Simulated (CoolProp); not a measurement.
Saturation properties of acetone (Tc = 508.1 K, pc = 46.92 bar, ω = 0.307).

Computed with CoolProp (reference Helmholtz-energy equation of state, Lemmon 2006). It is a short technical equation, of lower accuracy than the large ones.

```
T (K)  p (bar)  liquid density (kg/m³)  enthalpy of vaporisation (kJ/kg)  liquid cp (kJ/(kg K))  surface tension (mN/m)
-----  -------  ----------------------  --------------------------------  ---------------------  ----------------------
243.3  0.01516                   844.1                             587.2                  2.040                    29.7
250.2  0.02413                   836.7                             580.7                  2.050                    28.8
257    0.03707                   829.5                             574.3                  2.060                    27.9
263.8  0.05549                   822.2                             567.8                  2.071                    27.1
270.7  0.08156                   814.8                             561.2                  2.084                    26.2
277.5   0.1166                   807.4                             554.7                  2.097                    25.3
284.4   0.1642                   799.8                             547.9                  2.111                    24.4
291.2   0.2258                   792.4                             541.2                  2.127                    23.6
298.1   0.3066                   784.7                             534.2                  2.143                    22.7
304.9   0.4080                   777.0                             527.3                  2.160                    21.9
311.8   0.5371                   769.2                             520.1                  2.179                    21.0
318.6   0.6947                   761.4                             513.0                  2.198                    20.2
325.4   0.8874                   753.5                             505.6                  2.218                    19.3
332.3    1.124                   745.3                             498.0                  2.239                    18.5
```

It boils at 329.2 K under 1 atm.

Surface tension comes from a separate correlation (Mulero 2012).
